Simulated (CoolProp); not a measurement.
A Linde-Hampson liquefier for dry air: isothermal reversible compression at 280 K from 1 atm to 25 MPa, throttling to 1 atm, return gas leaving the recuperator 2 K below the feed. Each further row changes one setting.

Model: reference Helmholtz-energy equation of state, Lemmon 2000, in CoolProp. It is a pseudo-pure fit of the blend.

```
case                        liquid yield per pass  compression work (kJ/kg of gas)
--------------------------  ---------------------  -------------------------------
as stated                                   0.108                              440
high pressure 50 MPa                        0.123                              504
warm-end temperature 310 K                  0.079                              491
warm-end gap 7 K                            0.097                              440
```
